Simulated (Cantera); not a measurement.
A closed system holds: 1 mol SiC, 0.43 mol N2, held at 2673.15 K and 133 Pa.

Cantera's Mixture.equilibrate('TP', solver="vcs", rtol=1e-11, max_steps=5000) on the NASA tables stopped like this:

```
ERROR: FAILURE its = 5001!

*******************************************************************************
CanteraError thrown by MultiPhase::equilibrate:
VCS solver failed. Return code: -1
*******************************************************************************
```

**Question.** What got this run through?

**Answer.** Several could match; the one computed here: The failure is numerical, not chemical. The same input converged with solver="gibbs", rtol=1e-10, max_steps=50000, and the result passed a check of the equilibrium conditions:
```
T = 2673.15 K  P = 133.322 Pa  gas = 1.425 mol
   x: Si 4.784e-01  N2 2.984e-01  SiC2 1.972e-01  Si2C 1.183e-02  CN 5.912e-03  C3 4.605e-03  C 1.155e-03  SiN 7.532e-04  Si2 6.487e-04  SiC 4.975e-04  C2 4.386e-04  C2N2 6.119e-05  C5 2.775e-05  Si2N 2.396e-05  N 1.961e-05
   condensed (mol): C(gr) 0.389
```

The gas is ideal and each condensed phase is pure. The tables' values for SiN are old estimates; treat these amounts as uncertain.
